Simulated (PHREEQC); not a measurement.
## Nickel, zinc or cadmium bath

Consider water at 25 °C with 0.029 mol CdCl2, 9e-05 mol KCl and 0.0071 mol H2SO4 per kg of water. Closed to the air; pH follows from the charge balance.

Model: ion-association model, wateq4f.dat, run in PHREEQC.

Each row changes one thing in this solution. Precipitation was switched off in this run.

```csv
case,pH,ionic strength (mol/kgw),Cl- (mol/kgw),CdCl+ (mol/kgw),Cd+2 (mol/kgw),SO4-2 (mol/kgw),SI of CdOHCl (CdOHCl)
as made,1.98,0.0611,0.0391,0.0156,0.00987,0.00336,-5.42
0.041 mol/kgw KF added,3.38,0.0911,0.0406,0.0144,0.00992,0.00449,-4.06
0.0083 mol/kgw NaCl added,1.98,0.0676,0.0460,…,0.00903,0.00349,-5.40
0.00069 mol/kgw Ni(NO3)2 added,1.98,0.0631,0.0391,0.0156,0.00994,0.00335,-5.42
temperature from 25 to 50 °C,2.01,0.0596,0.0386,0.0158,0.00971,0.00284,-5.00
CdCl2 from 0.029 to 0.145 mol/kgw,1.99,0.174,0.138,0.0908,0.0224,…,-4.68
CdCl2 from 0.029 to 0.0319 mol/kgw,1.98,…,0.0423,…,0.0104,0.00335,-5.37
diluted 100-fold with water,3.87,0.00104,0.000568,…,0.000273,6.63e-5,-6.54
```

**Question.** Complete the blanks.

**Answer.** 
- 0.0083 mol/kgw NaCl added, CdCl+ (mol/kgw): 0.0163
- CdCl2 from 0.029 to 0.145 mol/kgw, SO4-2 (mol/kgw): 0.00342
- CdCl2 from 0.029 to 0.0319 mol/kgw, ionic strength (mol/kgw): 0.0648
- CdCl2 from 0.029 to 0.0319 mol/kgw, CdCl+ (mol/kgw): 0.0176
- diluted 100-fold with water, CdCl+ (mol/kgw): 1.28e-5

Complexes and solids missing from the database can't appear. At this temperature some constants are extrapolated from 25 °C, and those without enthalpy data are left unchanged.
